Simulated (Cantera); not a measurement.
An adiabatic, constant-volume homogeneous reactor starts with CH4 : O2 : N2 = 1 : 1.05 : 8.84 (molar parts), equivalence ratio 1.9, at 1475 K and 2.07 atm. Integrator tolerance rtol = 1e-08.

Computed with Cantera and GRI-Mech 3.0 (53 species, 325 reactions).

Task: What does this change do: 0.98 parts H2O added?

Result: 
| quantity | before | after |
|---|---|---|
| time of steepest temperature rise | 2.34 ms | 2.91 ms |
| temperature at 5.00 s | 2378 K | 2292 K |
| equilibrium temperature | 2378 K | 2292 K |
| x(CH4) at 5.00 s | 4.31e-11 (gas-phase equilibrium 4.85e-11) | 2.80e-11 (gas-phase equilibrium 3.19e-11) |
| x(O2) at 5.00 s | 2.43e-6 (gas-phase equilibrium 2.43e-6) | 3.06e-6 (gas-phase equilibrium 3.06e-6) |
| x(N2O) at 5.00 s | 6.32e-9 (gas-phase equilibrium 6.32e-9) | 5.39e-9 (gas-phase equilibrium 5.39e-9) |
| x(NO) at 5.00 s | 6.10e-5 (gas-phase equilibrium 6.10e-5) | 5.53e-5 (gas-phase equilibrium 5.53e-5) |
| x(HO2) at 5.00 s | 2.53e-9 (gas-phase equilibrium 2.53e-9) | 3.08e-9 (gas-phase equilibrium 3.08e-9) |
| x(C2H4) at 5.00 s | <1e-12 (gas-phase equilibrium <1e-12) | <1e-12 (gas-phase equilibrium <1e-12) |

Task: What does this change do: constant pressure in place of constant volume?

Result: 
```csv
quantity,before,after
time of steepest temperature rise,2.34 ms,2.56 ms
temperature at 5.00 s,2378 K,2164 K
equilibrium temperature,2378 K,2164 K
x(CH4) at 5.00 s,4.31e-11 (gas-phase equilibrium 4.85e-11),4.28e-11 (gas-phase equilibrium 4.87e-11)
x(O2) at 5.00 s,2.43e-6 (gas-phase equilibrium 2.43e-6),3.30e-7 (gas-phase equilibrium 3.30e-7)
x(N2O) at 5.00 s,6.32e-9 (gas-phase equilibrium 6.32e-9),1.12e-9 (gas-phase equilibrium 1.12e-9)
x(NO) at 5.00 s,6.10e-5 (gas-phase equilibrium 6.10e-5),1.42e-5 (gas-phase equilibrium 1.42e-5)
x(HO2) at 5.00 s,2.53e-9 (gas-phase equilibrium 2.53e-9),2.50e-10 (gas-phase equilibrium 2.50e-10)
x(C2H4) at 5.00 s,<1e-12 (gas-phase equilibrium <1e-12),<1e-12 (gas-phase equilibrium <1e-12)
```
